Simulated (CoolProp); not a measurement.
Vapour-liquid equilibrium of R141b (1) + n-pentane (2) at 0.0193 MPa; x and y are mole fractions of (1).

Values from CoolProp's multi-fluid Helmholtz-energy mixture model, Lemmon 2006 and Thol 2019; pair parameters Bell 2016.

```
x      bubble temperature, mixture model (K)  bubble temperature, Raoult's law (K)  y, mixture model  y, Raoult's law
-----  -------------------------------------  ------------------------------------  ----------------  ---------------
0.05                                   267.1                                 267.9             0.092            0.057
0.125                                  266.0                                 267.7             0.199            0.141
0.2                                    265.2                                 267.5             0.282            0.223
0.275                                  264.7                                 267.2             0.352            0.303
0.35                                   264.3                                 267.0             0.414            0.382
0.425                                  264.0                                 266.8             0.471            0.459
0.5                                    263.8                                 266.6             0.526            0.535
0.575                                  263.8                                 266.4             0.581            0.608
0.65                                   263.8                                 266.1             0.639            0.681
0.725                                  263.9                                 265.9             0.702            0.752
0.8                                    264.1                                 265.7             0.770            0.821
0.875                                  264.4                                 265.5             0.847            0.889
0.95                                   264.8                                 265.3             0.934            0.956
```

The largest gap from Raoult's law is -2.8 K in bubble temperature, at x = 0.425. y crosses x between x = 0.575 and 0.65: the model has an azeotrope there.

The pair parameters rest on a limited set of measurements; away from them the model extrapolates.
